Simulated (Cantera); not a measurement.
Input (Python, Cantera) and output of one run.

```python
import numpy as np
import cantera as ct

gas_names = """
    AL ALCL ALCL2 ALCL3 ALH ALN AL2 AL2CL6 CL CL2 H HCL H2 N NH NH2 NH3 N2 N2H2 N2H4
""".split()
cond_names = """
    AL(cr) AL(L) ALCL3(s) ALCL3(L) ALN(s) NH4CL(a) NH4CL(b)
""".split()


def load(file, names, dense=False):
    # The tables refer to 1 bar. Condensed volumes are neglected.
    table = {s.name: s for s in ct.Species.list_from_file(file)}
    out = []
    for n in names:
        d = dict(table[n].input_data)
        d["thermo"] = dict(d["thermo"], **{"reference-pressure": 1e5})
        if dense:
            d["equation-of-state"] = {"model": "constant-volume", "density": "1e6 g/cm^3"}
        out.append(ct.Species.from_dict(d))
    return out


gas = ct.Solution(thermo="ideal-gas", species=load("nasa_gas.yaml", gas_names))
cond = {s.name: ct.Solution(thermo="fixed-stoichiometry", species=[s], name=s.name)
        for s in load("nasa_condensed.yaml", cond_names, dense=True)}
atoms = {
    'AlCl3': {'AL': 1, 'CL': 3},
    'NH3': {'N': 1, 'H': 3},
    'H2': {'H': 2},
}
top_T = {'ALN(s)': 2750}  # K; cautious upper limits of use, not melting points


def equilibrate(T, P, feed):
    n = {}
    for name, mol in feed.items():
        for a, k in atoms[name].items():
            n[a] = n.get(a, 0.0) + k * mol
    gas.TPX = T, P, n
    mass = sum(n.values()) * gas.mean_molecular_weight
    gas.equilibrate("TP")
    valid = [c for c in cond.values() if c.min_temp <= T <= top_T.get(c.name, c.max_temp)]
    mix = ct.Mixture([(gas, mass / gas.mean_molecular_weight)] + [(c, 0.0) for c in valid])
    mix.T, mix.P = T, P
    mix.equilibrate("TP", solver="vcs", rtol=1e-11, max_steps=5000)
    return mix


results = []
feed = {'AlCl3': 1, 'NH3': 150, 'H2': 4.3}  # mol
P = 24  # Pa
for T in [773, 973, 1173, 1373, 1573, 1773, 1973]:
    mix = equilibrate(T, P, feed)
    results.append((T, P, feed, dict(zip(mix.species_names, mix.species_moles))))

top = {s: max(r[3][s] / sum(r[3][g] for g in gas_names) for r in results) for s in gas_names}
cols = sorted((s for s in top if top[s] > 1e-05), key=lambda s: -top[s])[:9]
seen = [c for c in cond_names if any(r[3].get(c, 0) > 1e-12 for r in results)]
print("log10 of partial pressures in bar; condensed amounts in mol")
print(f"{'T/K':>10s}" + "".join(f"{s[:9]:>10s}" for s in cols + seen))
for T, P, feed, n in results:
    ng = sum(n[g] for g in gas_names)
    print(f"{T:10.4g}" + "".join(f"{np.log10(max(n[s] / ng * P / 1e5, 1e-99)):10.3f}" for s in cols)
          + "".join(f"{n.get(c, 0):10.4g}" for c in seen))
```

Output:

```
log10 of partial pressures in bar; condensed amounts in mol
       T/K        H2        N2         H       HCL      ALCL        AL        CL     ALCL2     ALCL3    ALN(s)
       773    -3.747    -4.232   -13.916    -5.630   -16.400   -29.126   -15.775   -14.003    -8.348    0.9943
       973    -3.747    -4.232   -10.840    -5.631   -11.458   -20.175   -12.750   -10.928    -8.155    0.9911
      1173    -3.747    -4.232    -8.802    -5.634    -8.224   -14.297   -10.747    -8.919    -8.033    0.9791
      1373    -3.747    -4.231    -7.351    -5.809    -6.120   -10.148    -9.494    -7.852    -8.466  0.009469
      1573    -3.749    -4.231    -6.265    -5.807    -6.109    -8.743    -8.423    -8.480   -10.073         0
      1773    -3.756    -4.234    -5.424    -5.810    -6.122    -7.675    -7.592    -8.987   -11.335         0
      1973    -3.786    -4.247    -4.763    -5.819    -6.202    -6.898    -6.922    -9.455   -12.395         0
```

Cantera equilibrium calculation (NASA polynomials, part measured and part estimated; ideal gas, pure solids and liquids). The tables' values for AlCl2 are old estimates; treat these amounts as uncertain.
